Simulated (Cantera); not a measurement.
Gas mixture: 21.3 % CH3OH, 31.2 % H2, 18.5 % C2H4, 29.0 % CH4, at 7500 Torr, frozen composition.

Cantera's kinetic-theory transport with the Lennard-Jones parameters of GRI-Mech 3.0, ideal gas; thermal conductivity in the mixture-averaged form. Polar gases are described roughly by these parameters. The composition is frozen, though it would react at the higher temperatures.

One state of this run: ρ (kg/m³) = 2.08; cp (J/kg/K) = 3888; μ (µPa s) = 29.6; λ (mW/m/K) = 204; Pr = 0.564; D (cm²/s) C2H2 = 0.164; D (cm²/s) CH4 = 0.221; D (cm²/s) CH3 = 0.211. D: mixture-averaged diffusion coefficient of that species in the mixture.

### Question
Which value of T (K) does it belong to?
(A) 1000
(B) 1400
(C) 600
(D) 1200

### Answer
A, 1000
